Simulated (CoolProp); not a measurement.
CHF3 (R23) along the isotherm 475 K: fugacity coefficient from the reference equation and from simpler models built on Tc = 299.3 K, pc = 4.832 MPa, ω = 0.263; each cubic takes its own stable root.

Values from CoolProp's reference Helmholtz-energy equation of state, Penoncello 2003.

```tsv
p (MPa)	phase	reference
0.153	gas	0.9981
0.348	gas	0.9956
0.791	gas	0.9901
1.8	gas	0.9777
4.1	gas	0.9506
9.33	supercritical	0.8955
21.2	supercritical	0.8086
48.3	supercritical	0.7765
```

Problem. How far does each simpler model (van der Waals, Redlich-Kwong, Soave-Redlich-Kwong, Peng-Robinson) lie from the reference over these 8 states: mean and median of the absolute difference, and the worst?

Solution. 
- van der Waals: mean 3.5 %, median 1.8 %, worst -11.1 % at 475 K and 21.2 MPa
- Redlich-Kwong: mean 2.1 %, median 1.1 %, worst -5.5 % at 475 K and 21.2 MPa
- Soave-Redlich-Kwong: mean 4.4 %, median 1.0 %, worst +20.2 % at 475 K and 48.3 MPa
- Peng-Robinson: mean 1.1 %, median 0.2 %, worst +6.1 % at 475 K and 48.3 MPa
